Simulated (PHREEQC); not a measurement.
Make-up at 93 °C: 0.46 mol/kgw ZnCl2, 0.025 mol/kgw NaCl and 0.00025 mol/kgw FeSO4. Closed to the air; pH follows from the charge balance.

Model: ion-association model, phreeqc.dat, run in PHREEQC.

| quantity | before | after |
|---|---|---|
| pH | 4.42 | 5.78 |
| ionic strength (mol/kgw) | 0.647 | 0.0259 |
| Cl- (mol/kgw) | 0.426 | 0.0250 |
| Fe+2 (mol/kgw) | 0.000228 | 0.000237 |
| SO4-2 (mol/kgw) | 0.000132 | 0.000223 |
| FeCl+ (mol/kgw) | 2.15e-5 | 4.23e-6 |
| SI of Halite (NaCl) | -3.98 | -4.97 |
| SI of Melanterite (FeSO4:7H2O) | -7.44 | -6.19 |

### Question
Which change was made?
(A) 0.15 mol/kgw HCl added
(B) ZnCl2 left out
(C) diluted 10-fold with water

### Answer
B, ZnCl2 left out

No solid was allowed to form. At this temperature some constants are extrapolated from 25 °C, and those without enthalpy data are left unchanged.
